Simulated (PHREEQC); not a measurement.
## Copper plating or etch bath: speciation

A solution holds 0.0058 mol/kgw Cu(NO3)2 and 0.35 mol/kgw FeCl3, at 25 °C. Closed to the air; pH follows from the charge balance.

Computed with PHREEQC (ion-association model, wateq4f.dat).

Precipitation was switched off in this run.

Task: Predict the pH, activity of water.

Result: pH 1.94; activity of water 0.982.

Task: In which forms is Cu present?

Result: Cu+2 71 %, CuCl+ 26 %, CuCl2 2.6 % of the Cu.

The solution is supersaturated, for example in Hematite (slow to form), Goethite (slow to form), so a real one may precipitate; this is no full list. Caution: at this ionic strength the ion-association model is outside its range; a Pitzer model would be the better tool where its parameters exist.
